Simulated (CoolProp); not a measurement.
CF4 (R14) at 293.15 K and 4.34 MPa flows at 3.6 m/s in a round tube of 6 mm bore and 45 µm roughness, fully developed (64/Re and Nu = 3.66 if laminar; Colebrook and Gnielinski if turbulent). Each further row changes one setting.

Model: reference Helmholtz-energy equation of state, Platzer 1990, in CoolProp. This equation is an older, rougher fit; its heat capacities, sound speeds and derivatives of the liquid may be far off and weren't checked against measurements.

```csv
case,Reynolds number,Darcy friction factor,pressure drop (Pa/m),heat-transfer coefficient (W/(m² K)),mass flow (kg/h)
as stated,198000,0.0348,7100,2570,69.1
velocity 7.2 m/s,397000,0.0347,28200,5120,138
diameter 12 mm,397000,0.0282,2870,2070,277
```

Viscosity comes from a separate model (Huber 2003), an estimate that may be off by 10 % or more. Thermal conductivity comes from a separate model (Huber 2003), an estimate that may be off by 10 % or more.
